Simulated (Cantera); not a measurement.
A Cantera script and what it prints.

```python
import numpy as np
import cantera as ct

gas_names = """
    CL CL2 H HCL H2 N NH NH2 NH3 N2 N2H2 N2H4 Si SiCL SiCL2 SiCL3 SiCL4 SiH SiHCL3 SiH2 SiH2CL2 SiH3
    SiH3CL SiH4 SiN Si2 Si2N Si3
""".split()
cond_names = """
    NH4CL(a) NH4CL(b) Si(cr) Si(L) Si3N4(a)
""".split()


# ... load() reads the species with a 1 bar reference pressure and builds the phases ...
atoms = {
    'SiHCl3': {'Si': 1, 'H': 1, 'CL': 3},
    'HCl': {'H': 1, 'CL': 1},
    'N2': {'N': 2},
    'Cl2': {'CL': 2},
}
top_T = {'Si3N4(a)': 2400}  # K; cautious upper limits of use, not melting points


# ... equilibrate(T, P, feed) seeds the gas with the atoms and calls Mixture.equilibrate('TP', solver="vcs", rtol=1e-11, max_steps=5000) ...
results = []
feed = {'SiHCl3': 1, 'HCl': 0.027, 'N2': 290, 'Cl2': 0.18}  # mol
P = 11000  # Pa
for T in [1025, 1125, 1225, 1325, 1425, 1525, 1625, 1725]:
    mix = equilibrate(T, P, feed)
    results.append((T, P, feed, dict(zip(mix.species_names, mix.species_moles))))

top = {s: max(r[3][s] / sum(r[3][g] for g in gas_names) for r in results) for s in gas_names}
cols = sorted((s for s in top if top[s] > 0.0001), key=lambda s: -top[s])[:8]
seen = [c for c in cond_names if any(r[3].get(c, 0) > 1e-12 for r in results)]
print("log10 of partial pressures in bar; condensed amounts in mol")
print(f"{'T/K':>10s}" + "".join(f"{s[:9]:>10s}" for s in cols + seen))
for T, P, feed, n in results:
    ng = sum(n[g] for g in gas_names)
    print(f"{T:10.4g}" + "".join(f"{np.log10(max(n[s] / ng * P / 1e5, 1e-99)):10.3f}" for s in cols)
          + "".join(f"{n.get(c, 0):10.4g}" for c in seen))
```

Result:

```
log10 of partial pressures in bar; condensed amounts in mol
       T/K        N2       HCL     SiCL2     SiCL4     SiCL3        CL  Si3N4(a)
      1025    -0.961    -3.434    -7.842    -3.643    -6.403    -9.326    0.1322
      1125    -0.961    -3.431    -6.571    -3.648    -5.654    -8.298    0.1323
      1225    -0.961    -3.429    -5.516    -3.661    -5.038    -7.438    0.1299
      1325    -0.961    -3.428    -4.645    -3.713    -4.547    -6.717    0.1172
      1425    -0.961    -3.430    -3.968    -3.893    -4.228    -6.130   0.07258
      1525    -0.962    -3.437    -3.573    -4.343    -4.194    -5.671         0
      1625    -0.962    -3.421    -3.556    -4.465    -4.193    -4.968         0
      1725    -0.962    -3.417    -3.527    -4.675    -4.236    -4.405         0
```

Cantera equilibrium calculation (NASA polynomials, part measured and part estimated; ideal gas, pure solids and liquids). N2 is the only nitrogen source here; it is nearly inert below about 1500 K, so the nitride shown seldom forms there in practice. The tables' values for SiCl3 are old estimates; treat these amounts as uncertain.
